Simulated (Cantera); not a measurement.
N2O furnace oxynitridation

An isothermal, constant-pressure homogeneous reactor starts with 51.9 % N2O, 0.779 % H2, 47.3 % N2, at 1225 K and 0.484 atm.

Cantera simulation using GRI-Mech 3.0 (53 species, 325 reactions); the numbers are that mechanism's predictions, not measurements. GRI-Mech 3.0 was tuned for natural gas; its chemistry of N2O as a main component is partial and can be far from experiment. The mechanism lacks the step 2 NO + O2 → 2 NO2, which can matter for NO2 below about 1400 K. The temperature is held fixed by assumption; the heat of reaction is taken as removed at once.

```csv
t (s),x N2O,x H2,x HO2,x NO,x H2O2,x N2
0.000500,0.519,0.00728,2.71e-6,2.07e-5,2.70e-8,0.473
0.00144,0.517,0.00547,3.93e-6,6.93e-5,8.28e-8,0.475
0.00416,0.513,0.00228,3.80e-6,0.000162,7.22e-8,0.479
0.0120,0.508,0.000417,2.17e-6,0.000354,2.56e-8,0.482
0.0347,0.501,1.92e-5,9.36e-7,0.000893,7.04e-9,0.487
0.100,0.482,2.79e-8,4.64e-7,0.00247,4.83e-9,0.497
0.289,0.431,1.98e-8,1.97e-7,0.00661,4.61e-9,0.526
0.833,0.319,1.80e-8,7.54e-8,0.0156,4.32e-9,0.590
2.40,0.149,1.50e-8,2.88e-8,0.0280,3.26e-9,0.686
6.93,0.0282,6.42e-9,1.10e-8,0.0343,1.26e-9,0.756
20.0,0.000871,6.73e-10,3.76e-9,0.0344,1.03e-10,0.772
```
x: mole fraction; the columns are a selection and need not sum to one.

Equilibrium at this temperature and pressure: N2O 1.13e-8, H2 4.18e-10, HO2 3.59e-9, NO 0.000234, H2O2 5.85e-11, N2 0.790 (gas phase only).
